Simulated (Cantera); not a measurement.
CH3SiH3 + C2H4 + H2 (silicon carbide growth)

Charge: 1 mol CH3SiH3, 0.0063 mol C2H4, 990 mol H2, held at 677 °C.

Equilibrium computed with Cantera from the NASA thermochemical tables; the gas is ideal and each condensed phase is pure. Candidate condensed phases: C, C6H6, C7H8, C8H18, Si, SiC; 87 gas species. The feed counts by its element totals alone. Equilibrium is a limit: real reactors are often held back by kinetics, nucleation or transport.

| P (Pa) | x H2 | x CH4 | x SiH4 | x H | n SiC(s) | n Si(s) |
|---|---|---|---|---|---|---|
| 100 | 1.000 | 1.27e-5 | 1.15e-12 | 1.76e-8 | 1.00 | 0 |
| 400 | 1.000 | 1.27e-5 | 1.85e-11 | 8.80e-9 | 1.00 | 0 |
| 1600 | 1.000 | 1.27e-5 | 2.95e-10 | 4.40e-9 | 1.00 | 0 |
| 6300 | 1.000 | 1.27e-5 | 4.58e-9 | 2.22e-9 | 1.000 | 0 |
| 25000 | 1.000 | 1.28e-5 | 7.17e-8 | 1.11e-9 | 1.000 | 0 |
| 100000 | 1.000 | 4.11e-5 | 3.56e-7 | 5.56e-10 | 0.972 | 0.0279 |
x: gas mole fraction; n: condensed amount in mol.

From 0.00100 bar to 0.250 bar the condensed part is SiC(s). At 1.00 bar the condensed part is Si(s) + SiC(s).
